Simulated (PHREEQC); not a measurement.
Synthetic water in mmol/kgw, 25 °C, pH 5.93, pe 11.7:

```csv
constituent,mmol/kgw
Na,0.0964
K,9.54e-05
Ca,0.688
Mg,0.0918
Cl,0.708
S(6),0.242
Alkalinity (meq/kgw),0.46
Cu(2),0.000288
B,0.000364
N(5),0.000356
Zn,0.00136
Pb,0.0228
```

Valence states are taken as typed.

Computed with PHREEQC (ion-association model, phreeqc.dat).

Precipitation was switched off in this run.

Order these S species by the share of S that they hold, largest first: CaSO4, MgSO4, PbSO4, SO4-2.

SO4-2 (91 %), CaSO4 (7.0 %), MgSO4 (1.2 %), PbSO4 (0.46 %)

The pH is 5.93 and the ionic strength 0.00262 mol/kgw. Saturation is exceeded, for instance for Cerussite; the values hold only as long as no solid forms. Species that the database lacks are ignored.
